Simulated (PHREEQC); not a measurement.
Make-up at 20 °C: 8.8 mmol/kgw HF, 0.086 mmol/kgw NaF and 1 mmol/kgw (NH4)2SiF6. Closed to the air; pH follows from the charge balance.

Model: ion-association model, phreeqc.dat, run in PHREEQC.

Each row changes one thing in this solution. Precipitation was switched off in this run.

| case | pH | ionic strength (mol/kgw) | HF (mol/kgw) | F- (mol/kgw) | HF2- (mol/kgw) | H4SiO4 (mol/kgw) | SI of Quartz (SiO2) |
|---|---|---|---|---|---|---|---|
| as made | 2.67 | 0.00540 | 0.00643 | 0.00235 | 5.56e-5 | 1.33e-7 | -2.82 |
| temperature from 20 to 50 °C | 2.77 | 0.00488 | 0.00701 | 0.00187 | 5.70e-5 | 1.83e-5 | -1.10 |
| NaF from 8.6e-05 to 0.000129 mol/kgw | 2.67 | ___ | 0.00644 | 0.00237 | 5.63e-5 | ___ | -2.83 |
| diluted 10-fold with water | 3.23 | 0.000829 | 0.000636 | 0.000806 | 1.89e-6 | 9.28e-5 | +0.02 |
| diluted 5-fold with water | ___ | 0.00143 | 0.00118 | 0.00105 | 4.57e-6 | 7.73e-5 | -0.06 |
| temperature from 20 to 30 °C | 2.70 | 0.00523 | 0.00660 | 0.00218 | 5.71e-5 | 7.20e-7 | ___ |
| (NH4)2SiF6 from 0.001 to 0.0015 mol/kgw | 2.67 | 0.00692 | 0.00641 | 0.00237 | 5.58e-5 | 1.96e-7 | -2.65 |

Problem. Fill in the missing entries.

Solution. 
- NaF from 8.6e-05 to 0.000129 mol/kgw, ionic strength (mol/kgw): 0.00543
- NaF from 8.6e-05 to 0.000129 mol/kgw, H4SiO4 (mol/kgw): 1.29e-7
- diluted 5-fold with water, pH: 3.07
- temperature from 20 to 30 °C, SI of Quartz (SiO2): -2.23

Species that the database lacks are ignored. At this temperature some constants are extrapolated from 25 °C, and those without enthalpy data are left unchanged. SiF6-2 is the database's only silicon fluoride.
